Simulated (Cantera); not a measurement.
## Ignition delay

Mixture: CH₄ : CO : O₂ : N₂ = 1 : 0.045 : 3.97 : 14.9 (molar parts), equivalence ratio 0.51, at 9.87 atm, adiabatic and at constant volume. Ignition delay is the time to a rise of 400 K.

Model: GRI-Mech 3.0 (53 species, 325 reactions), integrated in Cantera.

| T0 (K) | delay (ms) |
|---|---|
| 1173 | 5.04 |
| 1273 | 1.45 |
| 1373 | 0.482 |
| 1473 | 0.179 |
| 1573 | 0.0737 |
| 1673 | 0.0335 |
| 1773 | 0.0167 |

| Property | Value |
|---|---|
| apparent activation energy between 1573 and 1773 K | 170 kJ/mol |
